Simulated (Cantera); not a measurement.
**Adiabatic ignition**

An adiabatic, constant-volume homogeneous reactor starts with C₂H₄ : O₂ : N₂ : H₂O = 1 : 1.5 : 5.64 : 0.25 (molar parts), equivalence ratio 2.0, at 1298 K and 3750 Torr.

Model: GRI-Mech 3.0 (53 species, 325 reactions), integrated in Cantera. GRI-Mech 3.0 was tuned for natural gas; its chemistry of ethylene as a main component is partial and can be far from experiment.

```
t (s)     T (K)  P (bar)  x C₂H₄     x O₂   x H₂O      x OH    x NO₂
--------  -----  -------  ------  -------  ------  --------  -------
6.00e-6    1298     5.00   0.119    0.179  0.0298  3.77e-11   <1e-12
1.51e-5    1298     5.00   0.119    0.179  0.0298  1.06e-10   <1e-12
3.82e-5    1298     5.00   0.119    0.179  0.0298   1.41e-9   <1e-12
9.62e-5    2973     13.6  <1e-12  8.58e-5  0.0996   0.00366  3.59e-8
0.000243   2971     13.6  <1e-12  8.82e-5  0.0995   0.00371  3.58e-8
0.000612   2971     13.6  <1e-12  8.82e-5  0.0995   0.00371  3.58e-8
0.00154    2971     13.6  <1e-12  8.82e-5  0.0995   0.00371  3.58e-8
0.00389    2971     13.6  <1e-12  8.82e-5  0.0995   0.00371  3.58e-8
0.00981    2971     13.6  <1e-12  8.82e-5  0.0995   0.00371  3.58e-8
0.0247     2971     13.6  <1e-12  8.82e-5  0.0995   0.00371  3.58e-8
0.0624     2971     13.6  <1e-12  8.82e-5  0.0995   0.00371  3.58e-8
0.157      2971     13.6  <1e-12  8.82e-5  0.0995   0.00371  3.58e-8
0.397      2971     13.6  <1e-12  8.82e-5  0.0995   0.00371  3.58e-8
1.00       2971     13.6  <1e-12  8.82e-5  0.0995   0.00371  3.58e-8
```
x: mole fraction; the columns are a selection and need not sum to one.

```yaml
time_of_steepest_temperature_rise: 83.0 µs
temperature at 1.00 s: 2971 K
equilibrium_temperature: 2971 K
x(C₂H₄) at 1.00 s: <1e-12 (gas-phase equilibrium <1e-12)
x(O₂) at 1.00 s: 8.82e-5 (gas-phase equilibrium 8.82e-5)
x(H₂O) at 1.00 s: 0.0995 (gas-phase equilibrium 0.0995)
```
